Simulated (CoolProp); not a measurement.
Vapour-liquid equilibrium of ammonia (1) + benzene (2) at 660 kPa; x and y are mole fractions of (1).

Model: multi-fluid Helmholtz-energy mixture model, Gao 2020 and Thol 2012; pair parameters Bell 2016, in CoolProp.

```json
[
 {"x": "0.05", "bubble temperature (K)": "377.1", "y at the bubble point": "?", "dew temperature at overall composition x (K)": "426.5", "liquid density (mol/L)": "10.42"},
 {"x": "0.125", "bubble temperature (K)": "332.1", "y at the bubble point": "0.921", "dew temperature at overall composition x (K)": "422.1", "liquid density (mol/L)": "11.78"},
 {"x": "0.2", "bubble temperature (K)": "312.3", "y at the bubble point": "0.964", "dew temperature at overall composition x (K)": "417.4", "liquid density (mol/L)": "?"},
 {"x": "0.275", "bubble temperature (K)": "302.6", "y at the bubble point": "0.977", "dew temperature at overall composition x (K)": "412.5", "liquid density (mol/L)": "?"},
 {"x": "0.35", "bubble temperature (K)": "297.5", "y at the bubble point": "?", "dew temperature at overall composition x (K)": "407.3", "liquid density (mol/L)": "14.99"},
 {"x": "0.425", "bubble temperature (K)": "294.8", "y at the bubble point": "0.985", "dew temperature at overall composition x (K)": "401.7", "liquid density (mol/L)": "16.17"},
 {"x": "0.5", "bubble temperature (K)": "293.4", "y at the bubble point": "0.986", "dew temperature at overall composition x (K)": "395.6", "liquid density (mol/L)": "17.50"},
 {"x": "0.575", "bubble temperature (K)": "292.5", "y at the bubble point": "0.987", "dew temperature at overall composition x (K)": "388.8", "liquid density (mol/L)": "19.02"},
 {"x": "0.65", "bubble temperature (K)": "291.8", "y at the bubble point": "0.988", "dew temperature at overall composition x (K)": "381.1", "liquid density (mol/L)": "20.81"},
 {"x": "0.725", "bubble temperature (K)": "291.0", "y at the bubble point": "0.989", "dew temperature at overall composition x (K)": "371.9", "liquid density (mol/L)": "22.94"},
 {"x": "0.8", "bubble temperature (K)": "289.9", "y at the bubble point": "0.990", "dew temperature at overall composition x (K)": "360.7", "liquid density (mol/L)": "25.56"},
 {"x": "0.875", "bubble temperature (K)": "288.5", "y at the bubble point": "0.993", "dew temperature at overall composition x (K)": "?", "liquid density (mol/L)": "28.82"},
 {"x": "0.95", "bubble temperature (K)": "286.6", "y at the bubble point": "?", "dew temperature at overall composition x (K)": "?", "liquid density (mol/L)": "33.01"}
]
```

Question: Some entries are withheld; supply them.

Answer: 
- 0.05, y at the bubble point: 0.684
- 0.2, liquid density (mol/L): 12.86
- 0.275, liquid density (mol/L): 13.90
- 0.35, y at the bubble point: 0.982
- 0.875, dew temperature at overall composition x (K): 345.5
- 0.95, y at the bubble point: 0.997
- 0.95, dew temperature at overall composition x (K): 320.2

No azeotrope shows between x = 0.05 and 0.95.

The pair parameters rest on a limited set of measurements; away from them the model extrapolates. With so large a gap from Raoult's law the liquid may split in two, which this calculation doesn't test in full.
